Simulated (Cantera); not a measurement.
Charge: 1 mol Fe(CO)5, 7.4 mol N2, held at 1275 K and 0.0220 bar.

Cantera equilibrium calculation (NASA polynomials, part measured and part estimated; ideal gas, pure solids and liquids). Candidate condensed phases: C, Fe, Fe(CO)5, FeO, Fe2O3, Fe3O4; 27 gas species. The numbers say what is thermodynamically allowed, not how fast it happens.

Base state: N2 0.597, CO 0.403, CO2 2.51e-5 (mole fractions); condensed: Fe(γ).

### Question
What changes in the equilibrium state with this change: temperature from 1275 K to 948 K?

### Answer
```
species            before    after
----------------  -------  -------
N2                  0.597    0.600
CO                  0.403    0.394
CO2               2.51e-5  0.00597
Fe(γ), mol           1.00        0
C(graphite), mol        0   0.0736
Fe(α), mol              0     1.00
```
Condensed phases not in the tables: cementite and carbon dissolved in iron.

### Question
What changes in the equilibrium state with this change: pressure from 0.0220 bar to 1 atm?

### Answer
```json
[
 {"species": "N2", "before": "0.597", "after": "0.597"},
 {"species": "CO", "before": "0.403", "after": "0.401"},
 {"species": "CO2", "before": "2.51e-5", "after": "0.00114"},
 {"species": "Fe(γ), mol", "before": "1.00", "after": "1.00"},
 {"species": "C(graphite), mol", "before": "0", "after": "0.0142"}
]
```
Condensed phases not in the tables: cementite and carbon dissolved in iron.

### Question
What changes in the equilibrium state with this change: Fe(CO)5 replaced by Hg?

### Answer
```
species      before  after
----------  -------  -----
N2            0.597  0.881
Hg                0  0.119
CO            0.403      0
CO2         2.51e-5      0
Fe(γ), mol     1.00      0
```
Further candidate phases: Hg.
